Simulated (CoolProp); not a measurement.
Computed with CoolProp (reference Helmholtz-energy equation of state, de Reuck 1993).

### Question
For methanol, give the phase and the density (kg/m³), speed of sound (m/s), Joule-Thomson coefficient (K/MPa), expansivity (1/kK) at 561.6 K and 2460 kPa; 561.6 K and 2740 kPa; 561.6 K and 3290 kPa.

### Answer
- 561.6 K and 2460 kPa: gas; density 18.2, speed of sound 385, Joule-Thomson coefficient 7.29, expansivity 2.35
- 561.6 K and 2740 kPa: gas; density 20.5, speed of sound 382, Joule-Thomson coefficient 7.33, expansivity 2.44
- 561.6 K and 3290 kPa: gas; density 25.1, speed of sound 377, Joule-Thomson coefficient 7.39, expansivity 2.63
